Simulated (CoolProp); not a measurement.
Vapour pressure (bar) of 1-butene: the reference equation beside estimates from Tc = 146.1 °C, pc = 40.06 bar, ω = 0.192. Clausius-Clapeyron is anchored at 29.85 °C with a constant enthalpy of vaporisation of 19.92 kJ/mol.

Values from CoolProp's reference Helmholtz-energy equation of state, Lemmon 2005. It is a short technical equation, of lower accuracy than the large ones.

| T (°C) | reference | Clausius-Clapeyron | Redlich-Kwong |
|---|---|---|---|
| -11.25 | 0.8322 | 0.9932 | 1.236 |
| 2.45 | 1.408 | 1.565 | 2.011 |
| 16.15 | 2.251 | 2.362 | 3.097 |
| 29.85 | 3.434 | 3.434 | 4.557 |
| 43.55 | 5.033 | 4.835 | 6.450 |
| 57.25 | 7.129 | 6.616 | 8.839 |
| 70.95 | 9.810 | 8.829 | 11.78 |
| 84.65 | 13.17 | 11.53 | 15.33 |
| 98.35 | 17.31 | 14.75 | 19.53 |

Absolute difference from the reference over all 9 rows, mean and median: Clausius-Clapeyron 9.3 and 10.0 %, Redlich-Kwong 29.2 and 28.2 %.
